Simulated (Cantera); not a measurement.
Cantera run, input and output.

```python
import numpy as np
import cantera as ct

gas = ct.Solution("gri30.yaml")
gas.TPX = 1000, 51000, {'H2': 1, 'O2': 0.676, 'N2': 2.54}
reactor = ct.IdealGasConstPressureReactor(gas, energy="on", clone=False)
net = ct.ReactorNet([reactor])
net.rtol, net.atol = 1e-08, 1e-16
show = ['H2', 'O2', 'NO', 'H', 'NO2', 'H2O', 'N2O']
times = np.geomspace(1e-06, 0.8, 12)

steps = ct.SolutionArray(gas, extra=["t"])
rows = []
print(f"{'t/s':>10s}{'T/K':>9s}{'P/Pa':>11s}" + "".join(f"{s:>11s}" for s in show))
for t in times:
    while net.time < t:
        t_next = net.step()
        steps.append(gas.state, t=t_next)
    rows.append([np.interp(t, steps.t, y) for y in (steps.T, steps.P, *steps(*show).X.T)])
    print(f"{t:10.3e}{rows[-1][0]:9.1f}{rows[-1][1]:11.4g}" + "".join(f"{x:11.3e}" for x in rows[-1][2:]))
rate = np.gradient(steps.T, steps.t)
print("integrator steps:", len(steps.t))
if steps.T.max() > steps.T[0] + 200:
    print(f"time of steepest temperature rise: {steps.t[rate.argmax()]:.4e} s")
gas.TPX = 1000, 51000, {'H2': 1, 'O2': 0.676, 'N2': 2.54}
gas.equilibrate("HP")
print(f"equilibrium (HP): T = {gas.T:.1f} K  " + "  ".join(f"{s} {gas[s].X[0]:.3e}" for s in show))
```

It prints:

```
       t/s      T/K       P/Pa         H2         O2         NO          H        NO2        H2O        N2O
 1.000e-06   1000.0    5.1e+04  2.372e-01  1.603e-01  1.490e-27  1.374e-11  1.113e-37  1.526e-13  7.471e-21
 3.441e-06   1000.0    5.1e+04  2.372e-01  1.603e-01  6.271e-26  4.674e-11  4.089e-35  3.586e-12  1.148e-19
 1.184e-05   1000.0    5.1e+04  2.372e-01  1.603e-01  2.745e-24  1.835e-10  2.112e-32  6.931e-11  2.635e-18
 4.073e-05   1000.0    5.1e+04  2.372e-01  1.603e-01  2.472e-22  1.408e-09  2.861e-29  1.666e-09  6.995e-17
 1.401e-04   1000.0    5.1e+04  2.372e-01  1.603e-01  5.064e-18  1.939e-07  7.637e-23  3.478e-07  1.483e-14
 4.822e-04   2075.6    5.1e+04  2.749e-02  5.172e-02  3.882e-05  2.705e-02  3.195e-09  2.037e-01  7.017e-08
 1.659e-03   2498.4    5.1e+04  9.992e-03  4.540e-02  5.287e-04  3.692e-03  1.520e-07  2.440e-01  2.911e-07
 5.708e-03   2500.5    5.1e+04  9.744e-03  4.459e-02  2.230e-03  3.512e-03  6.505e-07  2.446e-01  3.003e-07
 1.964e-02   2495.5    5.1e+04  9.720e-03  4.277e-02  6.258e-03  3.430e-03  1.798e-06  2.450e-01  3.166e-07
 6.758e-02   2491.8    5.1e+04  9.705e-03  4.145e-02  9.186e-03  3.370e-03  2.608e-06  2.453e-01  3.389e-07
 2.325e-01   2491.7    5.1e+04  9.704e-03  4.139e-02  9.305e-03  3.368e-03  2.641e-06  2.453e-01  3.400e-07
 8.000e-01   2491.7    5.1e+04  9.704e-03  4.139e-02  9.305e-03  3.368e-03  2.641e-06  2.453e-01  3.400e-07
integrator steps: 1340
time of steepest temperature rise: 3.6416e-04 s
equilibrium (HP): T = 2491.7 K  H2 9.704e-03  O2 4.139e-02  NO 9.305e-03  H 3.368e-03  NO2 2.641e-06  H2O 2.453e-01  N2O 3.400e-07
```

Cantera simulation using GRI-Mech 3.0 (53 species, 325 reactions); the numbers are that mechanism's predictions, not measurements.
